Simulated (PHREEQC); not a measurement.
Dissolve 21 mmol/kgw HF, 7.1 mmol/kgw NH4HF2 and 10 mmol/kgw H2SO4 at 20 °C. Closed to the air; pH follows from the charge balance.

Model: ion-association model, phreeqc.dat, run in PHREEQC.

Each row changes one thing in this solution. No solid was allowed to form.

```csv
case,pH,ionic strength (mol/kgw),HF (mol/kgw),SO4-2 (mol/kgw),HSO4- (mol/kgw),F- (mol/kgw)
as made,1.97,0.0250,0.0320,0.00605,0.00365,0.00257
diluted 100-fold with water,3.45,[?],0.000113,9.71e-5,2.79e-6,0.000238
HF replaced by NaHF2 at the same molality,2.49,0.0389,0.0413,[?],0.00133,0.0114
H2SO4 replaced by Li2SO4 at the same molality,2.66,0.0372,0.0238,0.00833,0.000947,0.00970
HF left out,2.02,0.0238,0.0129,0.00630,0.00340,0.00116
HF from 0.021 to 0.0315 mol/kgw,1.95,0.0255,0.0416,0.00595,0.00377,0.00317
NH4HF2 from 0.0071 to 0.071 mol/kgw,2.65,0.0782,0.0946,0.00692,0.000687,0.0403
NH4HF2 replaced by HBF4 at the same molality,1.70,0.0275,0.0202,0.00474,0.00526,0.000871
0.017 mol/kgw KHSO4 added,1.76,0.0573,0.0330,0.0142,0.0117,0.00177
```

**Question.** What belongs in the gaps?

**Answer.** 
- diluted 100-fold with water, ionic strength (mol/kgw): 0.000533
- HF replaced by NaHF2 at the same molality, SO4-2 (mol/kgw): 0.00794
